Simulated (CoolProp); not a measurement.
Vapour-liquid equilibrium of propane (1) + R114 (2) at 11.45 °C; x and y are mole fractions of (1).

The numbers come from the multi-fluid Helmholtz-energy mixture model, Lemmon 2009 and Platzer 1990; pair parameters Bell 2016 in CoolProp. This equation is an older, rougher fit; its heat capacities, sound speeds and derivatives of the liquid may be far off and weren't checked against measurements.

```
x     bubble pressure, mixture model (bar)  bubble pressure, Raoult's law (bar)  y, mixture model  y, Raoult's law
----  ------------------------------------  -----------------------------------  ----------------  ---------------
0.05                                 1.739                                1.618             0.248            0.205
0.15                                   ___                                2.146             0.503            0.464
0.25                                 3.047                                2.674             0.635            0.620
0.35                                   ___                                3.201               ___            0.725
0.45                                   ___                                3.729             0.781            0.800
0.55                                 4.566                                4.257             0.829            0.857
0.65                                 5.019                                4.784               ___            0.901
0.75                                 5.467                                5.312             0.908            0.936
0.85                                 5.920                                5.840             0.945            0.965
0.95                                 6.389                                6.367               ___            0.989
```

Problem. Complete the blanks.

Solution. 
- 0.15, bubble pressure, mixture model (bar): 2.434
- 0.35, bubble pressure, mixture model (bar): 3.595
- 0.35, y, mixture model: 0.720
- 0.45, bubble pressure, mixture model (bar): 4.096
- 0.65, y, mixture model: 0.870
- 0.95, y, mixture model: 0.981

The largest gap from Raoult's law is +13.9 % in bubble pressure, at x = 0.25. No azeotrope shows between x = 0.05 and 0.95.

The pair parameters rest on a limited set of measurements; away from them the model extrapolates.
